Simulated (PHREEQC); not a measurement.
# Nickel, zinc or cadmium bath: an equilibrium model

Dissolve 0.001 mol NiSO4, 0.057 mol H3BO3 and 0.0003 mol NiCl2 per kg of water at 50 °C. Closed to the air; pH follows from the charge balance.

Computed with PHREEQC (ion-association model, wateq4f.dat).

```
Property                  Value
--------------  ---------------
pH                         5.17
ionic strength  0.00437 mol/kgw
```

```
species     molality  activity   log γ
----------  --------  --------  ------
H3BO3         0.0570    0.0570   0.000
Ni+2         0.00117  0.000865  -0.130
SO4-2       0.000866  0.000646  -0.128
Cl-         0.000599  0.000555  -0.033
NiSO4       0.000133  0.000133   0.000
H2BO3-       7.98e-6   7.38e-6  -0.034
H+           7.25e-6   6.77e-6  -0.030
NiCl+        1.30e-6   1.21e-6  -0.032
HSO4-        8.31e-7   7.71e-7  -0.032
NiOH+        9.60e-8   8.91e-8  -0.032
OH-          8.44e-9   7.83e-9  -0.033
Ni(SO4)2-2   5.09e-9   3.78e-9  -0.130
NiCl2        2.43e-9   2.43e-9   0.000
```

No solid was allowed to form. At this temperature some constants are extrapolated from 25 °C, and those without enthalpy data are left unchanged.
